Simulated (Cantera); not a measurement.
An isothermal, constant-pressure homogeneous reactor starts with 14.7 % CH₄, 85.3 % N₂, at 1748 K and 353 Torr.

Computed with Cantera and GRI-Mech 3.0 (53 species, 325 reactions). GRI-Mech 3.0 stops at C3 and has no aromatics, soot or wall deposition, so with more carbon than oxygen in the feed, carbon stays in small species such as C2H2 where larger ones or solid carbon would form.

x: mole fraction; the columns are a selection and need not sum to one.

```csv
t (s),x CH₄,x CH₂,x CH₃,x C₂H₂,x C₂H₆,x C₂H,x H
0.000200,0.146,?,0.000600,9.58e-7,3.13e-5,1.31e-11,1.40e-6
0.000591,0.143,?,0.00134,7.59e-5,0.000243,9.37e-10,5.48e-6
0.00175,0.123,?,0.00183,0.00353,0.000489,2.65e-8,2.62e-5
0.00516,0.0838,?,0.00113,0.0237,0.000173,1.20e-7,5.70e-5
0.0152,0.0459,?,0.000612,0.0431,4.70e-5,2.03e-7,8.88e-5
0.0451,0.0189,?,0.000268,0.0556,8.38e-6,2.74e-7,0.000118
0.133,0.00639,?,9.60e-5,0.0612,1.04e-6,3.17e-7,0.000137
0.393,0.00215,?,3.32e-5,0.0631,1.31e-7,3.35e-7,0.000144
1.16,0.000993,?,1.54e-5,0.0636,3.64e-8,3.40e-7,0.000147
3.44,0.000852,1.09e-8,1.32e-5,0.0636,2.97e-8,3.40e-7,0.000147
10.2,0.000851,1.09e-8,1.32e-5,0.0636,2.96e-8,3.40e-7,0.000147
30.0,0.000851,1.09e-8,1.32e-5,0.0636,2.96e-8,3.40e-7,0.000147
```

**Question.** What belongs in the gaps?

**Answer.** 
- 0.000200, x CH₂: 1.23e-7
- 0.000591, x CH₂: 5.66e-7
- 0.00175, x CH₂: 1.15e-6
- 0.00516, x CH₂: 6.90e-7
- 0.0152, x CH₂: 3.94e-7
- 0.0451, x CH₂: 1.93e-7
- 0.133, x CH₂: 7.54e-8
- 0.393, x CH₂: 2.71e-8
- 1.16, x CH₂: 1.27e-8
